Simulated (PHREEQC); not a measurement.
Dissolve 0.015 mol/kgw NiSO4 and 0.0031 mol/kgw H2SO4 at 85 °C. Closed to the air; pH follows from the charge balance.

Computed with PHREEQC (ion-association model, wateq4f.dat).

This is a speciation only: nothing precipitates in the calculation.

Task: Order these S species by the share of S that they hold, largest first: SO4-2, HSO4-, NiSO4.

Result: SO4-2 (49 %), NiSO4 (28 %), HSO4- (22 %)

The pH is 2.74 and the ionic strength 0.0407 mol/kgw. Constants without temperature data keep their 25 °C values here.
